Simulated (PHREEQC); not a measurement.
## Metal-bearing waste water

A solution holds 0.021 mol Al2(SO4)3, 0.032 mol ZnCl2 and 0.0032 mol NaCl per kg of water, at 25 °C. Closed to the air; pH follows from the charge balance.

Equilibrium calculation in PHREEQC: ion-association model, phreeqc.dat.

- pH: 3.83
- ionic strength: 0.172 mol/kgw

```tsv
species	molality	activity	log γ
Cl-	0.0659	0.0479	-0.139
AlSO4+	0.0279	0.0207	-0.131
Zn+2	0.0220	0.00688	-0.504
SO4-2	0.0162	0.00501	-0.511
Al+3	0.00936	0.00130	-0.856
ZnSO4	0.00776	0.00808	0.017
Al(SO4)2-	0.00442	0.00327	-0.131
Na+	0.00312	0.00236	-0.122
ZnCl+	0.00122	0.000887	-0.137
Zn(SO4)2-2	0.00102	0.000329	-0.493
```

No solid was allowed to form. Examples of supersaturated solids here: Gibbsite (slow to form). Others may be too. Complexes and solids missing from the database can't appear.
